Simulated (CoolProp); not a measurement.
Properties of n-undecane along the isobar 2770 kPa (Tc = 365.7 °C, pc = 1990 kPa, ω = 0.539).

Computed with CoolProp (reference Helmholtz-energy equation of state, Aleksandrov 2011). It is a short technical equation, of lower accuracy than the large ones.

```json
[
 {"T (°C)": "118.85", "phase": "liquid", "cp (kJ/(kg K))": "2.557", "expansivity (1/kK)": "1.150"},
 {"T (°C)": "142.45", "phase": "liquid", "cp (kJ/(kg K))": "2.651", "expansivity (1/kK)": "1.211"},
 {"T (°C)": "166.05", "phase": "liquid", "cp (kJ/(kg K))": "2.746", "expansivity (1/kK)": "1.289"},
 {"T (°C)": "189.65", "phase": "liquid", "cp (kJ/(kg K))": "2.841", "expansivity (1/kK)": "1.388"},
 {"T (°C)": "213.15", "phase": "liquid", "cp (kJ/(kg K))": "2.936", "expansivity (1/kK)": "1.513"},
 {"T (°C)": "236.75", "phase": "liquid", "cp (kJ/(kg K))": "3.034", "expansivity (1/kK)": "1.678"},
 {"T (°C)": "260.35", "phase": "liquid", "cp (kJ/(kg K))": "3.134", "expansivity (1/kK)": "1.902"},
 {"T (°C)": "283.95", "phase": "liquid", "cp (kJ/(kg K))": "3.240", "expansivity (1/kK)": "2.221"},
 {"T (°C)": "307.45", "phase": "liquid", "cp (kJ/(kg K))": "3.360", "expansivity (1/kK)": "2.710"}
]
```
